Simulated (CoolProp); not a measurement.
A single-stage vapour-compression cycle with hydrogen sulfide: evaporating at 278.15 K (dew point), condensing at 334.15 K (bubble point), superheat 8 K, subcooling 8 K, compressor efficiency 0.6, no pressure losses. Each further row changes one setting.

Model: reference Helmholtz-energy equation of state, Lemmon 2006, in CoolProp. It is a short technical equation, of lower accuracy than the large ones.

```csv
case,cooling COP,pressure ratio,discharge temperature (K),refrigerating effect (kJ/kg),volumetric capacity (kJ/m³)
as stated,2.24,3.73,449.8,355,6840
evaporating temperature 283.15 K,2.55,…,436.7,357,7870
condensing temperature 329.15 K,…,3.37,435.7,367,7080
subcooling 13 K,2.32,3.73,449.8,367,7080
superheat 18 K,2.21,3.73,…,367,6740
compressor efficiency 0.5,1.87,3.73,475.4,355,6840
```

Task: Complete the blanks.

Result: 
- evaporating temperature 283.15 K, pressure ratio: 3.24
- condensing temperature 329.15 K, cooling COP: 2.54
- superheat 18 K, discharge temperature (K): 466.2
